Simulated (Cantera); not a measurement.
Gas mixture: 100 % NO, at 16.0 Pa, frozen composition.

Cantera's kinetic-theory transport with the Lennard-Jones parameters of GRI-Mech 3.0, ideal gas; thermal conductivity in the mixture-averaged form. The composition is frozen, though it would react at the higher temperatures.

One state of this run: ρ (kg/m³) = 5.02e-5; cp (J/kg/K) = 1153; μ (µPa s) = 47.0; λ (mW/m/K) = 76.7; Pr = 0.707; D (cm²/s) H = 77500; D (cm²/s) O = 19700; D (cm²/s) CO₂ = 10200. D: mixture-averaged diffusion coefficient of that species in the mixture.

### Question
Which value of T (K) does it belong to?
(A) 400
(B) 900
(C) 1150
(D) 1900

### Answer
C, 1150
